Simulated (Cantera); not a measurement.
**Moist CO burnout**

An isothermal, constant-pressure homogeneous reactor starts with 0.265 % CO, 1.47 % O2, 0.196 % H2O, 98.1 % N2, at 923 K and 4.93 atm.

Model: GRI-Mech 3.0 (53 species, 325 reactions), integrated in Cantera.

```tsv
t (s)	x CO	x O2	x H2O	x NO2	x NO
3.00e-5	0.00265	0.0147	0.00196	<1e-12	<1e-12
0.000196	0.00265	0.0147	0.00196	<1e-12	<1e-12
0.00128	0.00265	0.0147	0.00196	<1e-12	<1e-12
0.00838	0.00265	0.0147	0.00196	<1e-12	<1e-12
0.0548	0.00265	0.0147	0.00196	<1e-12	<1e-12
0.358	0.00265	0.0147	0.00196	<1e-12	<1e-12
2.34	0.00262	0.0147	0.00196	<1e-12	<1e-12
15.3	0.00211	0.0144	0.00196	4.79e-12	<1e-12
100	0.000602	0.0137	0.00196	1.24e-10	1.72e-12
```
x: mole fraction; the columns are a selection and need not sum to one.

Equilibrium at this temperature and pressure: CO <1e-12, O2 0.0134, H2O 0.00196, NO2 1.92e-7, NO 3.55e-6 (gas phase only).
